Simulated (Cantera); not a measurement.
A Cantera script and its output.

```python
import numpy as np
import cantera as ct

gas = ct.Solution("gri30.yaml")
gas.TPX = 2375, 13332, {'CH4': 0.023, 'H2': 1}
reactor = ct.IdealGasConstPressureReactor(gas, energy="off", clone=False)
net = ct.ReactorNet([reactor])
net.rtol, net.atol = 1e-08, 1e-18
show = ['CH4', 'H2', 'C2H2', 'C2H', 'CH3']
times = np.geomspace(0.0003, 10, 12)

steps = ct.SolutionArray(gas, extra=["t"])
rows = []
print(f"{'t/s':>10s}{'T/K':>9s}{'P/Pa':>11s}" + "".join(f"{s:>11s}" for s in show))
for t in times:
    while net.time < t:
        t_next = net.step()
        steps.append(gas.state, t=t_next)
    rows.append([np.interp(t, steps.t, y) for y in (steps.T, steps.P, *steps(*show).X.T)])
    print(f"{t:10.3e}{rows[-1][0]:9.1f}{rows[-1][1]:11.4g}" + "".join(f"{x:11.3e}" for x in rows[-1][2:]))
rate = np.gradient(steps.T, steps.t)
print("integrator steps:", len(steps.t))
if steps.T.max() > steps.T[0] + 200:
    print(f"time of steepest temperature rise: {steps.t[rate.argmax()]:.4e} s")
gas.TPX = 2375, 13332, {'CH4': 0.023, 'H2': 1}
gas.equilibrate("TP")
print(f"equilibrium (TP): T = {gas.T:.1f} K  " + "  ".join(f"{s} {gas[s].X[0]:.3e}" for s in show))
```

Result:

```
       t/s      T/K       P/Pa        CH4         H2       C2H2        C2H        CH3
 3.000e-04   2375.0  1.333e+04  1.175e-02  9.637e-01  3.073e-03  3.001e-06  3.891e-03
 7.732e-04   2375.0  1.333e+04  4.134e-03  9.632e-01  7.885e-03  1.014e-05  1.804e-03
 1.993e-03   2375.0  1.333e+04  9.981e-04  9.608e-01  1.006e-02  1.560e-05  5.262e-04
 5.136e-03   2375.0  1.333e+04  2.402e-04  9.572e-01  1.060e-02  1.904e-05  1.466e-04
 1.324e-02   2375.0  1.333e+04  6.811e-05  9.536e-01  1.072e-02  2.160e-05  4.662e-05
 3.412e-02   2375.0  1.333e+04  3.280e-05  9.515e-01  1.073e-02  2.299e-05  2.385e-05
 8.793e-02   2375.0  1.333e+04  2.991e-05  9.512e-01  1.073e-02  2.318e-05  2.193e-05
 2.266e-01   2375.0  1.333e+04  2.990e-05  9.512e-01  1.073e-02  2.318e-05  2.192e-05
 5.841e-01   2375.0  1.333e+04  2.990e-05  9.512e-01  1.073e-02  2.318e-05  2.192e-05
 1.505e+00   2375.0  1.333e+04  2.990e-05  9.512e-01  1.073e-02  2.318e-05  2.192e-05
 3.880e+00   2375.0  1.333e+04  2.990e-05  9.512e-01  1.073e-02  2.318e-05  2.192e-05
 1.000e+01   2375.0  1.333e+04  2.990e-05  9.512e-01  1.073e-02  2.318e-05  2.192e-05
integrator steps: 1149
equilibrium (TP): T = 2375.0 K  CH4 3.013e-05  H2 9.512e-01  C2H2 1.073e-02  C2H 2.318e-05  CH3 2.209e-05
```

Model: GRI-Mech 3.0 (53 species, 325 reactions), integrated in Cantera. GRI-Mech 3.0 stops at C3 and has no aromatics, soot or wall deposition, so with more carbon than oxygen in the feed, carbon stays in small species such as C2H2 where larger ones or solid carbon would form.
